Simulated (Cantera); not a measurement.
**Metals in furnace atmospheres: Ti + CO2 + N2**

Input: 1 mol Ti, 4.3 mol CO2, 6.4 mol N2, at 0.170 bar.

Equilibrium computed with Cantera from the NASA thermochemical tables; the gas is ideal and each condensed phase is pure. Candidate condensed phases: C, Ti, TiC, TiN, TiO, TiO2, Ti2O3, Ti3O5, Ti4O7; 27 gas species. Equilibrium is a limit: real reactors are often held back by kinetics, nucleation or transport.

From 725 K to 800 K the condensed part is C(graphite) + TiO2(rutile). From 875 K to 1550 K the condensed part is TiO2(rutile).

| T (K) | log p N2 | log p CO2 | log p CO | log p NO | n C(graphite) | n TiO2(rutile) |
|---|---|---|---|---|---|---|
| 725 | -0.96 | -1.27 | -2.22 | <-12 | 0.823 | 1.00 |
| 800 | -0.98 | -1.36 | -1.68 | <-12 | 0.360 | 1.00 |
| 875 | -0.99 | -1.44 | -1.50 | <-12 | 0 | 1.00 |
| 950 | -0.99 | -1.44 | -1.50 | <-12 | 0 | 1.00 |
| 1025 | -0.99 | -1.44 | -1.50 | <-12 | 0 | 1.00 |
| 1100 | -0.99 | -1.44 | -1.50 | <-12 | 0 | 1.00 |
| 1175 | -0.99 | -1.44 | -1.50 | -11.86 | 0 | 1.00 |
| 1250 | -0.99 | -1.44 | -1.50 | -10.86 | 0 | 1.00 |
| 1325 | -0.99 | -1.44 | -1.50 | -9.98 | 0 | 1.00 |
| 1400 | -0.99 | -1.44 | -1.50 | -9.19 | 0 | 1.00 |
| 1475 | -0.99 | -1.44 | -1.50 | -8.49 | 0 | 1.00 |
| 1550 | -0.99 | -1.44 | -1.50 | -7.85 | 0 | 1.00 |
log p: log10 of the partial pressure in bar; n: condensed amount in mol.
